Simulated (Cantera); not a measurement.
A freely propagating, adiabatic, planar premixed flame of H2 : O2 : N2 = 1 : 0.357 : 0.893 (molar parts), unburnt at 550 K and 0.670 bar; mixture-averaged transport, grid criteria slope 0.08 and curve 0.16, no radiation.

Computed with Cantera and the H2/O2 subset of GRI-Mech 3.0, which has no nitrogen chemistry. Burning velocities carry a grid error of a few per cent, more on coarse grids.

Task: Predict: laminar burning velocity; thermal thickness; peak x(H); peak x(H2O2); peak x(HO2).

Result: 
* **laminar burning velocity**: 956 cm/s
* **thermal thickness**: 0.677 mm
* **peak x(H)**: 0.120
* **peak x(H2O2)**: 1.27e-5
* **peak x(HO2)**: 0.000279
